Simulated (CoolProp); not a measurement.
Saturation properties of CH3F (R41).

The numbers come from the reference Helmholtz-energy equation of state, Lemmon 2006 in CoolProp. It is a short technical equation, of lower accuracy than the large ones.

| T (K) | p (MPa) | liquid density (kg/m³) | vapour density (kg/m³) | surface tension (mN/m) |
|---|---|---|---|---|
| 157.4 | [?] | 955.1 | 0.1930 | 21.6 |
| 176.4 | 0.03263 | 918.4 | 0.7737 | 18.4 |
| 195.4 | 0.1048 | 879.9 | 2.294 | 15.4 |
| 214.3 | 0.2665 | 838.9 | 5.517 | [?] |
| 233.3 | 0.5776 | 793.9 | 11.58 | 9.69 |
| 252.3 | 1.108 | 743.6 | 22.17 | 7.05 |
| 271.2 | [?] | 685.4 | 40.11 | 4.60 |
| 290.2 | [?] | 612.5 | 72.26 | 2.38 |
| 309.1 | 4.917 | 501.4 | [?] | 0.537 |

**Question.** What belongs in the gaps?

**Answer.** 
- 157.4, p (MPa): 0.007359
- 214.3, surface tension (mN/m): 12.5
- 271.2, p (MPa): 1.934
- 290.2, p (MPa): 3.163
- 309.1, vapour density (kg/m³): 144.4

It boils at 194.8 K under 1 atm.

Surface tension comes from a separate correlation (Mulero 2012).
